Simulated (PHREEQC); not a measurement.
A solution holds 1.7 mol MgCl2 and 0.014 mol K2SO4 per kg of water, at 30 °C. Closed to the air; pH follows from the charge balance.

Computed with PHREEQC (Pitzer model, pitzer.dat).

This is a speciation only: nothing precipitates in the calculation.

Task: Predict the activity of water, density.

Result: activity of water 0.880; density 1.117 g/cm³.
